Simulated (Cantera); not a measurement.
Charge: 1 mol SiO2, 15 mol H2, equilibrated at 1475 K and 100 Torr.

These are equilibrium values from Cantera (NASA tables, ideal gas, pure condensed phases), not measurements of a reactor. Candidate condensed phases: H2O, Si, SiO2; 18 gas species. The tables hold silica as quartz up to 1696 K and as liquid above; real silica turns to tridymite and cristobalite and melts near 1996 K. The numbers say what is thermodynamically allowed, not how fast it happens.

Base state: H2 1.000, H2O 7.85e-5, SiO 7.85e-5, H 3.55e-5 (mole fractions); condensed: SiO2(β-quartz).

Question: What changes in the equilibrium state with this change: SiO2 replaced by V2O5?

Answer: 
| species | before | after |
|---|---|---|
| H2 | 1.000 | 0.867 |
| H2O | 7.85e-5 | 0.133 |
| H | 3.55e-5 | 3.31e-5 |
| SiO | 7.85e-5 | 0 |
| SiO2(β-quartz), mol | 0.999 | 0 |
| V2O3(s), mol | 0 | 1.00 |
Condensed phases not in the tables: the oxides between V2O3 and V2O5 other than VO2. Further candidate phases: V, VO, V2O3, V2O4, V2O5.
